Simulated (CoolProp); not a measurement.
Vapour-liquid equilibrium of isobutene (1) + ethanol (2) at 349 K; x and y are mole fractions of (1).

Values from CoolProp's multi-fluid Helmholtz-energy mixture model, Lemmon 2005 and Schroeder 2014; pair parameters Bell 2016.

```tsv
x	bubble pressure (MPa)	y at the bubble point	dew pressure at overall composition x (MPa)	liquid density (mol/L)
0.05	0.2673	0.660	0.09632	15.60
0.125	0.5013	0.822	0.1046	14.96
0.2	0.6815	0.872	0.1145	14.34
0.275	0.8031	0.893	0.1264	13.74
0.35	0.8746	0.904	0.1409	13.16
0.425	0.9113	0.909	0.1592	12.60
0.5	0.9289	0.912	0.1829	12.06
0.575	0.9400	0.914	0.2148	11.55
0.65	0.9531	0.917	0.2601	11.06
0.725	0.9733	0.922	0.3294	10.60
0.8	1.003	0.932	0.4486	10.17
0.875	1.042	0.949	0.6985	9.776
0.95	1.088	0.975	1.044	9.418
```

No azeotrope shows between x = 0.05 and 0.95.

Pair parameters are fitted to limited data, so mixtures are less certain than the pure fluids. With so large a gap from Raoult's law the liquid may split in two, which this calculation doesn't test in full.
